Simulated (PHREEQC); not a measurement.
Dissolve 0.0015 mol/kgw HCl, 0.0005 mol/kgw Al2(SO4)3 and 0.00093 mol/kgw Fe2(SO4)3 at 25 °C. Closed to the air; pH follows from the charge balance.

Computed with PHREEQC (ion-association model, wateq4f.dat).

```
Property                   Result
----------------  ---------------
pH                           2.78
ionic strength    0.00992 mol/kgw
total alkalinity     -5.22 meq/kg
```

```tsv
species	molality	activity	log γ
SO4-2	0.00208	0.00139	-0.175
H+	0.00180	0.00164	-0.039
Cl-	0.00150	0.00135	-0.045
FeSO4+	0.00117	0.00106	-0.044
AlSO4+	0.000662	0.000598	-0.044
FeOH+2	0.000407	0.000272	-0.175
Al+3	0.000307	0.000136	-0.353
HSO4-	0.000246	0.000222	-0.044
Fe+3	0.000156	6.93e-5	-0.353
Fe(OH)2+	6.06e-5	5.49e-5	-0.043
```

This is a speciation only: nothing precipitates in the calculation. Saturation is exceeded, for instance for Hematite (slow to form), Goethite (slow to form); the values hold only as long as no solid forms.
